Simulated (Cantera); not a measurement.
A closed system holds: 1 mol CH3SiCl3, 2.8 mol HCl, 27 mol H2, 0.13 mol C2H2, held at 1898.15 K and 0.00310 bar.

Method: chemical equilibrium by Gibbs-energy minimisation in Cantera with the NASA 1993 tables (ideal gas, pure condensed phases). Candidate condensed phases: C, C6H6, C7H8, C8H18, Si, SiC; 109 gas species. The feed counts by its element totals alone. The tables' values for SiCl, SiCl3 are old estimates; treat these amounts as uncertain. Equilibrium is a limit: real reactors are often held back by kinetics, nucleation or transport.

Base state: H2 0.815, HCl 0.166, H 0.0127, SiCl2 0.00338, Cl 0.00195, C2H2 (acetylene) 0.000307, Si 0.000146, SiCl 7.46e-5 (mole fractions); condensed: C(graphite) + SiC(s).

**Question.** What changes in the equilibrium state with this change: temperature from 1898.15 K to 1848 K?

**Answer.** 
| species | before | after |
|---|---|---|
| H2 | 0.815 | 0.819 |
| HCl | 0.166 | 0.168 |
| H | 0.0127 | 0.00862 |
| SiCl2 | 0.00338 | 0.00297 |
| Si | 0.000146 | 6.04e-5 |
| SiCl | 7.46e-5 | 4.09e-5 |
| C(graphite), mol | 0.360 | 0.348 |
| SiC(s), mol | 0.880 | 0.898 |
